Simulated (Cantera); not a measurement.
Input (Python, Cantera):

```python
import numpy as np
import cantera as ct

gas = ct.Solution("gri30.yaml")
gas.TPX = 1050, 51000, {'CH4': 0.78, 'CO': 0.19, 'O2': 1.61, 'N2': 14.2}
reactor = ct.IdealGasConstPressureReactor(gas, energy="on", clone=False)
net = ct.ReactorNet([reactor])
net.rtol, net.atol = 1e-08, 1e-16
show = ['CH4', 'CO', 'O2', 'C2H2', 'H2O']
times = np.geomspace(7e-06, 7, 13)

steps = ct.SolutionArray(gas, extra=["t"])
rows = []
print(f"{'t/s':>10s}{'T/K':>9s}{'P/Pa':>11s}" + "".join(f"{s:>11s}" for s in show))
for t in times:
    while net.time < t:
        t_next = net.step()
        steps.append(gas.state, t=t_next)
    rows.append([np.interp(t, steps.t, y) for y in (steps.T, steps.P, *steps(*show).X.T)])
    print(f"{t:10.3e}{rows[-1][0]:9.1f}{rows[-1][1]:11.4g}" + "".join(f"{x:11.3e}" for x in rows[-1][2:]))
rate = np.gradient(steps.T, steps.t)
print("integrator steps:", len(steps.t))
if steps.T.max() > steps.T[0] + 200:
    print(f"time of steepest temperature rise: {steps.t[rate.argmax()]:.4e} s")
gas.TPX = 1050, 51000, {'CH4': 0.78, 'CO': 0.19, 'O2': 1.61, 'N2': 14.2}
gas.equilibrate("HP")
print(f"equilibrium (HP): T = {gas.T:.1f} K  " + "  ".join(f"{s} {gas[s].X[0]:.3e}" for s in show))
```

It prints:

```
       t/s      T/K       P/Pa        CH4         CO         O2       C2H2        H2O
 7.000e-06   1050.0    5.1e+04  4.648e-02  1.132e-02  9.595e-02  2.790e-26  2.694e-12
 2.214e-05   1050.0    5.1e+04  4.648e-02  1.132e-02  9.595e-02  3.430e-25  2.383e-11
 7.000e-05   1050.0    5.1e+04  4.648e-02  1.132e-02  9.595e-02  4.046e-24  1.097e-10
 2.214e-04   1050.0    5.1e+04  4.648e-02  1.132e-02  9.595e-02  4.391e-23  4.013e-10
 7.000e-04   1050.0    5.1e+04  4.648e-02  1.132e-02  9.595e-02  4.987e-22  1.503e-09
 2.214e-03   1050.0    5.1e+04  4.648e-02  1.132e-02  9.595e-02  1.050e-20  6.841e-09
 7.000e-03   1050.0    5.1e+04  4.648e-02  1.132e-02  9.595e-02  1.015e-18  4.387e-08
 2.214e-02   1050.0    5.1e+04  4.648e-02  1.132e-02  9.595e-02  3.039e-16  3.870e-07
 7.000e-02   1050.0    5.1e+04  4.648e-02  1.132e-02  9.594e-02  6.086e-14  3.085e-06
 2.214e-01   1050.1    5.1e+04  4.646e-02  1.132e-02  9.593e-02  2.264e-12  1.536e-05
 7.000e-01   1050.7    5.1e+04  4.638e-02  1.132e-02  9.587e-02  9.014e-11  8.392e-05
 2.214e+00   1063.0    5.1e+04  4.468e-02  1.170e-02  9.448e-02  6.259e-08  1.656e-03
 7.000e+00   2072.2    5.1e+04  4.132e-18  5.920e-03  8.552e-04  9.134e-23  9.046e-02
integrator steps: 2854
time of steepest temperature rise: 2.5414e+00 s
equilibrium (HP): T = 2072.1 K  CH4 5.105e-18  CO 5.927e-03  O2 8.517e-04  C2H2 1.019e-22  H2O 9.046e-02
```

Computed with Cantera and GRI-Mech 3.0 (53 species, 325 reactions).
